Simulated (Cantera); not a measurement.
A perfectly stirred reactor is fed with CO : O₂ : H₂O : N₂ = 0.0012 : 0.074 : 0.0027 : 1 (molar parts), equivalence ratio 0.0081, at 3150 Torr; it is held at 1475 K, and followed from long to short residence time.

Model: GRI-Mech 3.0 (53 species, 325 reactions), integrated in Cantera.

One state of this run: x CO = 2.70e-5; x O₂ = 0.0681; x H₂O = 0.00250; x HO₂ = 1.42e-7; x NO = 3.91e-7; x H₂ = 6.32e-8. x: mole fraction; the columns are a selection and need not sum to one.

Which value of τ (s) does it belong to?
(A) 0.0076
(B) 0.22
(C) 0.071
(D) 2.0

B, 0.22
